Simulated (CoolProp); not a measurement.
Saturation properties of vinyl chloride (Tc = 425.0 K, pc = 5.600 MPa, ω = 0.160).

The numbers come from the reference Helmholtz-energy equation of state, Thol 2022 in CoolProp.

```
T (K)  p (MPa)  vapour density (kg/m³)  enthalpy of vaporisation (kJ/kg)  liquid cp (kJ/(kg K))
-----  -------  ----------------------  --------------------------------  ---------------------
220.6  0.01484                  0.5093                             386.2                  1.477
228.7  0.02366                  0.7857                             379.7                  1.474
236.9  0.03652                   1.175                             373.2                  1.473
245.1  0.05446                   1.702                             366.6                  1.474
253.3  0.07880                   2.397                             360.1                  1.477
261.4   0.1105                   3.281                             353.6                  1.482
269.6   0.1520                   4.411                             346.9                  1.490
277.8   0.2046                   5.816                             340.0                  1.499
285.9   0.2692                   7.517                             333.1                  1.511
294.1   0.3494                   9.600                             325.9                  1.524
302.3   0.4463                   12.10                             318.4                  1.541
310.5   0.5620                   15.07                             310.7                  1.560
318.6   0.6968                   18.54                             302.7                  1.582
326.8   0.8564                   22.66                             294.2                  1.608
```

It boils at 259.3 K under 1 atm.
